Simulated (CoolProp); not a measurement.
Octamethyltrisiloxane (MDM) at 289.65 K and 0.436 MPa is throttled through a valve to 0.288 MPa with no heat exchange. Each further row changes one setting.

Values from CoolProp's reference Helmholtz-energy equation of state, Thol 2017.

| case | temperature change (K) |
|---|---|
| as stated | [?] |
| outlet pressure 0.0864 MPa | [?] |
| outlet pressure 0.374 MPa | [?] |

### Question
Some entries are withheld; supply them.

### Answer

- as stated, temperature change (K): +0.1
- outlet pressure 0.0864 MPa, temperature change (K): +0.2
- outlet pressure 0.374 MPa, temperature change (K): +0.0
